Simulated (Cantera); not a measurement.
Cantera run, input and output.

```python
import numpy as np
import cantera as ct

gas = ct.Solution("gri30.yaml")
gas.TPX = 1348, 100000, {'CH4': 1, 'C2H6': 0.051, 'C3H8': 0.51, 'O2': 8.01, 'N2': 30.1, 'H2O': 1.1}
reactor = ct.IdealGasReactor(gas, energy="on", clone=False)
net = ct.ReactorNet([reactor])
net.rtol, net.atol = 1e-08, 1e-16
show = ['CH4', 'C2H6', 'C3H8', 'H2O', 'O2']
times = np.geomspace(2e-06, 8, 13)

steps = ct.SolutionArray(gas, extra=["t"])
rows = []
print(f"{'t/s':>10s}{'T/K':>9s}{'P/Pa':>11s}" + "".join(f"{s:>11s}" for s in show))
for t in times:
    while net.time < t:
        t_next = net.step()
        steps.append(gas.state, t=t_next)
    rows.append([np.interp(t, steps.t, y) for y in (steps.T, steps.P, *steps(*show).X.T)])
    print(f"{t:10.3e}{rows[-1][0]:9.1f}{rows[-1][1]:11.4g}" + "".join(f"{x:11.3e}" for x in rows[-1][2:]))
rate = np.gradient(steps.T, steps.t)
print("integrator steps:", len(steps.t))
if steps.T.max() > steps.T[0] + 200:
    print(f"time of steepest temperature rise: {steps.t[rate.argmax()]:.4e} s")
gas.TPX = 1348, 100000, {'CH4': 1, 'C2H6': 0.051, 'C3H8': 0.51, 'O2': 8.01, 'N2': 30.1, 'H2O': 1.1}
gas.equilibrate("UV")
print(f"equilibrium (UV): T = {gas.T:.1f} K  " + "  ".join(f"{s} {gas[s].X[0]:.3e}" for s in show))
```

Result:

```
       t/s      T/K       P/Pa        CH4       C2H6       C3H8        H2O         O2
 2.000e-06   1347.9      1e+05  2.453e-02  1.251e-03  1.250e-02  2.698e-02  1.965e-01
 7.099e-06   1347.8  9.999e+04  2.452e-02  1.250e-03  1.249e-02  2.698e-02  1.964e-01
 2.520e-05   1347.3  9.996e+04  2.451e-02  1.248e-03  1.241e-02  2.700e-02  1.964e-01
 8.944e-05   1347.1      1e+05  2.439e-02  1.305e-03  1.193e-02  2.729e-02  1.960e-01
 3.175e-04   1358.0  1.011e+05  2.363e-02  1.795e-03  9.371e-03  2.945e-02  1.935e-01
 1.127e-03   2611.8  1.989e+05  1.297e-17  2.394e-33  1.220e-48  1.156e-01  7.765e-02
 4.000e-03   2600.2  1.979e+05  1.212e-17  2.121e-33  1.022e-48  1.160e-01  7.421e-02
 1.420e-02   2591.6  1.972e+05  1.152e-17  1.932e-33  8.929e-49  1.164e-01  7.169e-02
 5.040e-02   2591.1  1.972e+05  1.149e-17  1.924e-33  8.871e-49  1.164e-01  7.157e-02
 1.789e-01   2591.1  1.972e+05  1.149e-17  1.924e-33  8.871e-49  1.164e-01  7.157e-02
 6.350e-01   2591.1  1.972e+05  1.149e-17  1.924e-33  8.871e-49  1.164e-01  7.157e-02
 2.254e+00   2591.1  1.972e+05  1.149e-17  1.924e-33  8.871e-49  1.164e-01  7.157e-02
 8.000e+00   2591.1  1.972e+05  1.149e-17  1.924e-33  8.871e-49  1.164e-01  7.157e-02
integrator steps: 1843
time of steepest temperature rise: 5.2760e-04 s
equilibrium (UV): T = 2591.1 K  CH4 1.641e-17  C2H6 3.519e-33  C3H8 1.691e-48  H2O 1.164e-01  O2 7.157e-02
```

Model: GRI-Mech 3.0 (53 species, 325 reactions), integrated in Cantera. GRI-Mech 3.0 was tuned for natural gas; its chemistry of propane as a main component is partial and can be far from experiment.
